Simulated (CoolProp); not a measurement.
Vapour-liquid equilibrium of n-octane (1) + n-dodecane (2) at 2.66 bar; x and y are mole fractions of (1).

Values from CoolProp's multi-fluid Helmholtz-energy mixture model, Beckmüller 2019 and Lemmon 2004; pair parameters Bell 2016.

```csv
x,bubble temperature (°C),y at the bubble point,dew temperature at overall composition x (°C),liquid density (mol/L)
0.05,253.1,0.173,259.1,3.313
0.125,241.3,0.384,255.5,3.449
0.2,230.4,0.544,251.7,3.583
0.275,220.6,0.663,247.7,3.716
0.35,211.7,0.752,243.3,3.848
0.425,203.8,0.818,238.7,3.979
0.5,196.6,0.867,233.6,4.109
0.575,190.3,0.904,228.0,4.240
0.65,184.5,0.932,221.8,4.372
0.725,179.4,0.954,214.6,4.505
0.8,174.8,0.971,206.1,4.640
0.875,170.6,0.984,195.4,4.776
0.95,166.8,0.994,180.4,4.915
```

No azeotrope shows between x = 0.05 and 0.95.

The pair parameters rest on a limited set of measurements; away from them the model extrapolates.
